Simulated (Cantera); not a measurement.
A diamond (100) surface in a fixed gas of H2 with x(CH4) = 0.011, x(H) = 0.0018, at 1100 K, 19000 Pa; coverages are run to steady state.

Detailed kinetics in Cantera: the Harris–Goodwin 1993 mechanism for the reconstructed diamond (100) surface.

θ: site fractions in the mechanism's names (c6HH fully hydrogenated, c6H* and c6*H radical sites, c6** diradical, c6HM methylated).

| x(CH3) | growth (µm/h) | θ c6HH | θ c6H* | θ c6*H | θ c6** | θ c6HM |
|---|---|---|---|---|---|---|
| 1e-06 | ___ | 0.517 | 0.0277 | 0.438 | 0.0169 | 0.000155 |
| 2.8e-06 | ___ | 0.517 | 0.0277 | 0.438 | 0.0169 | 0.000435 |
| 8.1e-06 | ___ | 0.516 | 0.0277 | 0.437 | 0.0169 | 0.00126 |
| 2.3e-05 | ___ | 0.515 | 0.0276 | 0.436 | 0.0168 | 0.00355 |
| 6.6e-05 | ___ | 0.510 | 0.0273 | 0.431 | 0.0165 | 0.0101 |
| 0.00019 | ___ | 0.496 | 0.0265 | 0.419 | 0.0158 | 0.0280 |
| 0.00053 | ___ | 0.463 | 0.0246 | 0.389 | 0.0141 | 0.0715 |
| 0.0015 | ___ | 0.394 | 0.0206 | 0.326 | 0.0106 | 0.164 |
| 0.0043 | ___ | 0.287 | 0.0145 | 0.228 | 0.00571 | 0.305 |

Task: Complete the blanks.

Result: 
- 1e-06, growth (µm/h): 0.115
- 2.8e-06, growth (µm/h): 0.323
- 8.1e-06, growth (µm/h): 0.933
- 2.3e-05, growth (µm/h): 2.64
- 6.6e-05, growth (µm/h): 7.48
- 0.00019, growth (µm/h): 20.8
- 0.00053, growth (µm/h): 53.0
- 0.0015, growth (µm/h): 121
- 0.0043, growth (µm/h): 224
